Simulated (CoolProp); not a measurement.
The numbers come from the reference Helmholtz-energy equation of state, Lemmon 2006 in CoolProp. It is a short technical equation, of lower accuracy than the large ones.

Question: Give the vapour pressure (MPa), liquid density (kg/m³), liquid cp (kJ/(kg K)) of saturated isohexane at 280.2 K.

Answer: 
```csv
T (K),p (MPa),liquid density (kg/m³),liquid cp (kJ/(kg K))
280.2,0.0127,665,2.15
```
